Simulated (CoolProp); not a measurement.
Vapour pressure (MPa) of R1132(E): the reference equation beside estimates from Tc = 75.7 °C, pc = 5.174 MPa, ω = 0.245. Clausius-Clapeyron is anchored at 28.35 °C with a constant enthalpy of vaporisation of 13.38 kJ/mol.

Computed with CoolProp (reference Helmholtz-energy equation of state, Akasaka 2024).

```
T (°C)  reference  Clausius-Clapeyron  van der Waals  Redlich-Kwong  Peng-Robinson
------  ---------  ------------------  -------------  -------------  -------------
1.05       0.8433               1.062          1.828          1.122         0.8384
6.55       0.9955               1.191          2.005          1.293         0.9904
11.95       1.164               1.328          2.188          1.479          1.159
17.45       1.356               1.478          2.386          1.686          1.352
22.85       1.567               1.635          2.591          1.907          1.564
28.35       1.806               1.806          2.810          2.152          1.804
33.75       2.065               1.983          3.036          2.413          2.066
39.25       2.357               2.175          3.278          2.699          2.360
44.65       2.672               2.374          3.526          3.001          2.679
50.15       3.025               2.588          3.791          3.331          3.036
55.65       3.411               2.812          4.067          3.684          3.427
61.05       3.827               3.044          4.350          4.053          3.846
```

Absolute difference from the reference over all 12 rows, mean and median: Clausius-Clapeyron 12.4 and 12.6 %, van der Waals 56.6 and 51.3 %, Redlich-Kwong 18.6 and 18.0 %, Peng-Robinson 0.3 and 0.3 %.
